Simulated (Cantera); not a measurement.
# Diamond growth

A diamond (100) surface in a fixed gas of H2 with x(CH4) = 0.015, x(H) = 0.004, at 1300 K, 18.8 Torr; coverages are run to steady state.

Detailed kinetics in Cantera: the Harris–Goodwin 1993 mechanism for the reconstructed diamond (100) surface.

| x(CH3) | growth (µm/h) | θ c6HH | θ c6H* | θ c6*H | θ c6** | θ c6HM |
|---|---|---|---|---|---|---|
| 1e-06 | 0.00388 | 0.389 | 0.0488 | 0.521 | 0.0415 | 1.16e-6 |
| 2.4e-06 | 0.00930 | 0.389 | 0.0488 | 0.521 | 0.0415 | 2.77e-6 |
| 6e-06 | 0.0233 | 0.389 | 0.0488 | 0.521 | 0.0415 | 6.93e-6 |
| 1.5e-05 | 0.0581 | 0.389 | 0.0488 | 0.521 | 0.0415 | 1.73e-5 |
| 3.6e-05 | 0.139 | 0.389 | 0.0488 | 0.521 | 0.0415 | 4.16e-5 |
| 8.7e-05 | 0.336 | 0.388 | 0.0488 | 0.521 | 0.0413 | 0.000100 |
| 0.00021 | 0.806 | 0.388 | 0.0487 | 0.521 | 0.0411 | 0.000241 |
| 0.00052 | 1.97 | 0.388 | 0.0487 | 0.520 | 0.0404 | 0.000594 |
| 0.0013 | 4.74 | 0.387 | 0.0485 | 0.518 | 0.0388 | 0.00146 |
θ: site fractions in the mechanism's names (c6HH fully hydrogenated, c6H* and c6*H radical sites, c6** diradical, c6HM methylated).
